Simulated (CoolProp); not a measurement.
The fluid at 293.15 K and 1.1 MPa flows at 0.13 m/s in a round tube of 20 mm bore and 1.5 µm roughness, fully developed (64/Re and Nu = 3.66 if laminar; Colebrook and Gnielinski if turbulent). The same conditions are run with several fluids, on thermodynamics alone (safety and materials aside).

Model: reference Helmholtz-energy equation of state of each fluid (normal hydrogen: Leachman 2009; oxygen: Schmidt 1985; R13: Platzer 1990; C2F6 (R116): Lemmon 2006; sulfur hexafluoride: Guder 2009), in CoolProp. The equations of Platzer and Polt are older, rougher fits.

Task: Rank normal hydrogen, oxygen, R13, C2F6 (R116), sulfur hexafluoride by Reynolds number, highest first.

Result: C2F6 (R116) (13300), sulfur hexafluoride (13100), R13 (9630), oxygen (1850), normal hydrogen (267)

| fluid | Darcy friction factor | pressure drop (Pa/m) | heat-transfer coefficient (W/(m² K)) | mass flow (kg/h) |
|---|---|---|---|---|
| normal hydrogen | 0.240 | 0.0916 | 33.8 | 0.133 |
| oxygen | 0.0347 | 0.213 | 4.83 | 2.14 |
| R13 | 0.0313 | 0.705 | 19.4 | 7.83 |
| C2F6 (R116) | 0.0288 | 0.874 | 29.4 | 10.6 |
| sulfur hexafluoride | 0.0289 | 0.943 | 26.8 | 11.3 |

Transport values come from each fluid's own correlations; those of R13, C2F6 (R116) are estimates that may be off by 10 % or more.
